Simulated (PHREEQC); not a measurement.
Consider water at 25 °C with 0.0245 mol CaCl2, 0.00024 mol Na2HPO4 and 0.07 mol NaCl per kg of water. Closed to the air; pH follows from the charge balance.

Computed with PHREEQC (ion-association model, phreeqc.dat).

Q: The ionic strength comes out as 0.144 mol/kgw. What activity coefficients do NaHPO4-, Na+, CaH2PO4+, Cl-, Ca+2 get?

A: NaHPO4- 0.77, Na+ 0.77, CaH2PO4+ 0.77, Cl- 0.74, Ca+2 0.35.

No solid was allowed to form. Saturation is exceeded, for instance for Hydroxyapatite; the values hold only as long as no solid forms.
